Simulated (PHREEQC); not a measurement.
Solution (25 °C and 500 atm): 5 mmol/kgw NH3, 0.0038 mmol/kgw CO2 and 170 mmol/kgw (CH3)4NCl. Closed to the air; pH follows from the charge balance.

The numbers come from PHREEQC with the ion-association model, phreeqc.dat.

Problem. The ionic strength comes out as 0.171 mol/kgw. What activity coefficients do Cl-, CO3-2, NH4+, OH- get?

Solution. Cl- 0.73, CO3-2 0.33, NH4+ 0.70, OH- 0.72.

This is a speciation only: nothing precipitates in the calculation. Under pressure, the constants of complexes without a molar volume in the database are unreliable. (CH3)4N+ isn't in the database: it is added as a free cation with an ion size of 4 Å.
